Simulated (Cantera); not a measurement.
## V₂O₃ + H₂ + N₂ (hydrogen reduction and annealing atmospheres)

Feed: 1 mol V₂O₃, 2.3 mol H₂, 1.7 mol N₂, held at 0.000140 bar.

Method: chemical equilibrium by Gibbs-energy minimisation in Cantera with the NASA 1993 tables (ideal gas, pure condensed phases). Candidate condensed phases: H₂O, V, VN, VO, V₂O₃, V₂O₄, V₂O₅; 28 gas species. Mutual solubility and eutectic melting of coexisting phases are not modelled. VN, VO: taken at fixed stoichiometry. Condensed phases not in the tables: the oxides between V₂O₃ and V₂O₅ other than VO₂, solid solutions among these carbides, nitrides and lower oxides, V₂N. Kinetics and transport are ignored.

```
T (°C)   x H₂   x N₂       x H     x H₂O     x VO₂      x VO      x OH       x V   n VN(s)  n V₂O₃(s)  n VO(s)
------  -----  -----  --------  --------  --------  --------  --------  --------  --------  ---------  -------
852     0.575  0.425   2.85e-6  0.000198  2.24e-12    <1e-12  5.11e-12    <1e-12  0.000528      1.000        0
902     0.575  0.425   7.85e-6  0.000207  2.07e-11  2.56e-12  1.97e-11    <1e-12         0      0.999  0.00166
952     0.575  0.425   2.00e-5  0.000321  1.94e-10  2.45e-11  1.01e-10    <1e-12         0      0.999  0.00257
1002    0.574  0.425   4.72e-5  0.000480   1.51e-9  1.95e-10  4.59e-10    <1e-12         0      0.998  0.00384
1052    0.574  0.425  0.000105  0.000696   1.01e-8   1.32e-9   1.85e-9  5.03e-12         0      0.997  0.00556
1102    0.574  0.425  0.000219  0.000981   5.83e-8   7.77e-9   6.75e-9  3.38e-11         0      0.996  0.00785
1152    0.573  0.425  0.000437   0.00135   2.97e-7   4.01e-8   2.25e-8  1.98e-10         0      0.995   0.0108
1202    0.573  0.425  0.000829   0.00181   1.35e-6   1.84e-7   6.89e-8   1.02e-9         0      0.993   0.0145
1252    0.571  0.425   0.00151   0.00239   5.52e-6   7.63e-7   1.96e-7   4.73e-9         0      0.990   0.0192
1302    0.570  0.424   0.00265   0.00309   2.06e-5   2.88e-6   5.23e-7   1.98e-8         0      0.988   0.0249
1352    0.567  0.424   0.00449   0.00393   7.07e-5   9.96e-6   1.31e-6   7.55e-8         0      0.984   0.0318
1402    0.564  0.423   0.00737   0.00492  0.000225   3.19e-5   3.11e-6   2.65e-7         0      0.979   0.0403
1452    0.559  0.422    0.0117   0.00605  0.000665   9.52e-5   7.00e-6   8.64e-7         0      0.973   0.0511
```
x: gas mole fraction; n: condensed amount in mol.

At 852 °C the condensed part is VN(s) + V₂O₃(s). From 902 °C to 1452 °C the condensed part is VO(s) + V₂O₃(s).
